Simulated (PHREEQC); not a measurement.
Consider water at 45 °C with 0.63 mol/kgw HF, 0.00035 mol/kgw NaF and 0.13 mol/kgw HCl. Closed to the air; pH follows from the charge balance.

The numbers come from PHREEQC with the ion-association model, wateq4f.dat.

This is a speciation only: nothing precipitates in the calculation.

Task: Order these F species by the share of F that they hold, largest first: F-, HF, H2F2, HF2-.

Result: HF (53 %), H2F2 (45 %), HF2- (0.94 %), F- (0.32 %)

The pH is 0.96 and the ionic strength 0.135 mol/kgw. wateq4f.dat counts part of the HF as a dimer, H2F2, which phreeqc.dat doesn't know; its constant is uncertain. Away from 25 °C the constants follow the database's enthalpies or fits; those with neither stay at their 25 °C values.
